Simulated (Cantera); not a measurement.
Cantera run, input and output.

```python
import numpy as np
import cantera as ct

gas = ct.Solution("h2o2.yaml")
gas.TPX = 550, 150000, {'H2': 1, 'O2': 0.538, 'N2': 2.02, 'H2O': 0.33}
flame = ct.FreeFlame(gas, width=0.03)
flame.set_refine_criteria(ratio=3, slope=0.08, curve=0.16)
flame.transport_model = "mixture-averaged"
flame.solve(loglevel=0, auto=True)
flame.transport_model = "multicomponent"
flame.soret_enabled = False
flame.solve(loglevel=0, refine_grid=True)
z, T = flame.grid, flame.T
thick = (T[-1] - T[0]) / np.gradient(T, z).max()
show = ['H2', 'O2', 'H2O', 'O', 'H', 'OH']
print(f"laminar burning velocity  {flame.velocity[0] * 100:.3f} cm/s")
print(f"burnt temperature         {T[-1]:.1f} K")
print(f"thermal thickness         {thick * 1e3:.4f} mm")
print(f"grid points               {len(z)}")
z0 = z[flame.heat_release_rate.argmax()]
print(f"{'z/mm':>9s}{'T/K':>9s}{'u/(m/s)':>9s}" + "".join(f"{s:>11s}" for s in show))
rows = []
for k in (-3, -2, -1.5, -1, -0.5, -0.25, 0, 0.25, 0.5, 1, 2, 4, 8):
    zz = z0 + k * thick
    rows.append([k * thick, np.interp(zz, z, T), np.interp(zz, z, flame.velocity),
                 *(np.interp(zz, z, flame.X[gas.species_index(s)]) for s in show)])
    print(f"{rows[-1][0] * 1e3:9.3f}{rows[-1][1]:9.1f}{rows[-1][2]:9.3f}" + "".join(f"{x:11.3e}" for x in rows[-1][3:]))
```

Result:

```
laminar burning velocity  476.109 cm/s
burnt temperature         2317.0 K
thermal thickness         0.2456 mm
grid points               108
     z/mm      T/K  u/(m/s)         H2         O2        H2O          O          H         OH
   -0.737    550.0    4.761  2.572e-01  1.384e-01  8.488e-02  2.123e-13  4.645e-15  5.337e-15
   -0.491    550.0    4.761  2.572e-01  1.384e-01  8.488e-02  1.400e-11  3.138e-13  3.521e-13
   -0.368    550.0    4.761  2.571e-01  1.384e-01  8.489e-02  3.819e-10  8.949e-12  9.626e-12
   -0.246    550.1    4.759  2.567e-01  1.385e-01  8.494e-02  8.473e-09  4.437e-10  2.335e-10
   -0.123    567.0    4.856  2.481e-01  1.396e-01  8.669e-02  3.067e-06  1.409e-05  1.024e-05
   -0.061    772.6    6.432  2.136e-01  1.352e-01  1.078e-01  1.678e-04  1.728e-03  7.209e-04
    0.000   1198.3    9.657  1.383e-01  1.058e-01  1.795e-01  2.547e-03  1.473e-02  2.474e-03
    0.061   1513.3   12.032  6.930e-02  6.054e-02  2.628e-01  6.743e-03  2.835e-02  7.630e-03
    0.123   1680.8   13.285  4.360e-02  3.904e-02  2.999e-01  8.035e-03  2.881e-02  1.190e-02
    0.246   1844.9   14.459  3.461e-02  2.980e-02  3.192e-01  6.975e-03  2.114e-02  1.449e-02
    0.491   1994.0   15.479  2.902e-02  2.508e-02  3.341e-01  4.869e-03  1.286e-02  1.472e-02
    0.982   2117.1   16.291  2.230e-02  2.107e-02  3.487e-01  3.042e-03  7.010e-03  1.344e-02
    1.965   2209.3   16.881  1.568e-02  1.788e-02  3.613e-01  1.764e-03  3.474e-03  1.133e-02
```

Detailed kinetics in Cantera: the H2/O2 subset of GRI-Mech 3.0, which has no nitrogen chemistry. Burning velocities carry a grid error of a few per cent, more on coarse grids.
